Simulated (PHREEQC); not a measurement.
Consider water at 25 °C with 4.6 mmol/kgw H3BO3 and 12 mmol/kgw KOH. Closed to the air; pH follows from the charge balance.

All values are PHREEQC results (ion-association model, wateq4f.dat), not measurements.

Each row changes one thing in this solution. No solid was allowed to form.

```csv
case,pH,ionic strength (mol/kgw)
as made,11.82,0.0120
KOH left out,5.79,1.63e-6
H3BO3 from 0.0046 to 0.023 mol/kgw,?,0.0120
temperature from 25 to 60 °C,?,0.0120
H3BO3 left out,12.03,0.0120
0.00034 mol/kgw H3AsO4 added,11.76,0.0128
```

Question: What belongs in the gaps?

Answer: 
- H3BO3 from 0.0046 to 0.023 mol/kgw, pH: 9.22
- temperature from 25 to 60 °C, pH: 10.85

Constants without temperature data keep their 25 °C values here.
